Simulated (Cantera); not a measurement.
# Reactions in the system C-Cl-Ti

Standard-state values (1 bar) from the NASA 1993 polynomials, evaluated with Cantera. Values are per mole of reaction as written; species without (g) are pure solids or liquids, kept so even where they would boil at 1 bar.

Ti + CCl4(g) = C + TiCl4

```csv
T (K),ΔH° (kJ),ΔS° (J/K),ΔG° (kJ),log10 K
398,-704.2,-70.4,-676.1,88.74
423,-703.2,-68.0,-674.4,83.28
448,-702.2,-65.7,-672.7,78.44
473,-701.2,-63.6,-671.1,74.11
498,-700.3,-61.7,-669.6,70.23
523,-699.3,-59.9,-668.0,66.72
548,-698.4,-58.1,-666.6,63.53
```
